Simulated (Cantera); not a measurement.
A diamond (100) surface in a fixed gas of H2 with x(CH4) = 0.0024, x(H) = 0.013, x(CH3) = 2.5e-05, 12.0 Torr; coverages are run to steady state.

Cantera simulation using the Harris–Goodwin 1993 mechanism for the reconstructed diamond (100) surface; the numbers are that mechanism's predictions, not measurements.

θ: site fractions in the mechanism's names (c6HH fully hydrogenated, c6H* and c6*H radical sites, c6** diradical, c6HM methylated).

```tsv
T (K)	growth (µm/h)	θ c6HH	θ c6H*	θ c6*H	θ c6**	θ c6HM
900	…	0.691	0.0105	0.292	0.00439	0.00162
975	…	0.619	0.0162	0.355	0.00814	0.00114
1050	…	0.552	0.0230	0.410	0.0137	0.000747
1125	…	0.492	0.0305	0.456	0.0211	0.000370
1200	…	0.439	0.0385	0.492	0.0305	0.000119
1275	0.0869	0.393	0.0466	0.519	0.0417	3.04e-5
1350	0.0827	0.353	0.0545	0.537	0.0545	7.48e-6
```

Q: Some entries are withheld; supply them.

A: 
- 900, growth (µm/h): 0.125
- 975, growth (µm/h): 0.184
- 1050, growth (µm/h): 0.230
- 1125, growth (µm/h): 0.205
- 1200, growth (µm/h): 0.127
